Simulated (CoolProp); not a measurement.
Tetrahydrofuran at 293.15 K and 0.0121 MPa is throttled through a valve to 0.00344 MPa with no heat exchange. Each further row changes one setting.

Model: reference Helmholtz-energy equation of state, Fiedler 2023, in CoolProp.

```tsv
case	temperature change (K)	final density (kg/m³)
as stated	-0.3	___
outlet pressure 0.00103 MPa	___	___
outlet pressure 0.00447 MPa	-0.3	___
```

Problem. What belongs in the gaps?

Solution. 
- as stated, final density (kg/m³): 0.102
- outlet pressure 0.00103 MPa, temperature change (K): -0.4
- outlet pressure 0.00103 MPa, final density (kg/m³): 0.0305
- outlet pressure 0.00447 MPa, final density (kg/m³): 0.133
